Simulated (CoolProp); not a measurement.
Aqueous ammonia as a coolant, at 13 °C, 1 atm.

Values from CoolProp's Melinder's fits for secondary coolants.

```
mass %  freezing point (°C)  Prandtl number  density (kg/m³)  cp (kJ/(kg K))  viscosity (mPa s)
------  -------------------  --------------  ---------------  --------------  -----------------
2.7                    -3.1            9.47            987.9           4.191               1.28
7.2                    -9.2            10.4            970.0           4.196               1.33
11.7                  -16.6            11.5            953.5           4.203               1.39
16.3                  -26.3            12.9            938.0           4.210               1.49
20.8                  -39.0            14.0            923.6           4.219               1.54
25.3                  -56.9            14.4            909.9           4.230               1.53
29.8                  -82.7            15.2            896.9           4.243               1.56
```
